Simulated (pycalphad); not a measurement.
Computed with pycalphad from the COST 507 light-alloy database (1999), at 1 atm. These are 1990s assessments: newer ones move some temperatures and phases. Phase fractions are per mole of atoms.

Question: Give the equilibrium state of Ti-21.3C (at.%) at 827 °C.

Answer: FCC_A1, fraction 0.597, with 34.9 C at.%; HCP_A3, fraction 0.403, with 1.2 C at.%.

Question: Give the equilibrium state of Ti-21.3C (at.%) at 1227 °C.

Answer: 
```
T = 1500.00 K, P = 101325 Pa, N = 1 mol of atoms
G = -116870 J/mol, H = -12050 J/mol, S = 69.88 J/(mol K)  (SER reference)
chemical potentials (J/mol): Ti -82395, C -244252
phase             fraction      x(Ti)       x(C)
FCC_A1              0.6252     0.6663     0.3337
BCC_A2              0.3748     0.9883     0.0117
```

FCC_A1 is fcc; BCC_A2 is bcc; HCP_A3 is hcp. The fcc model also describes the rock-salt carbide or nitride (TiC, TiN, HfC).
